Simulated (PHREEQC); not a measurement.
1.8 g of hydrous ferric oxide (600 m²/g; 0.2 weak and 0.005 strong sites per Fe, Dzombak-Morel constants, diffuse double layer) in 1 kg of water with 0.01 mol/kgw of an inert sodium salt and 0.00042 mol/kgw MgCl2, at 25 °C; the pH is set by adding NaOH or the inert anion's acid. O2 is buffered at 0.21 atm. CO2 from the air is kept out. Nothing may precipitate in this run.

The series has 13 steps of pH, from 3 to 9.

All values are PHREEQC results (ion-association model, wateq4f.dat), not measurements.

### Question
Near which pH is half of the Mg sorbed, and on which side is more sorbed?

### Answer
Near pH 7.7, with more sorbed at higher pH.

Species that the database lacks are ignored. The oxide is taken as insoluble; below pH 4 it would dissolve.
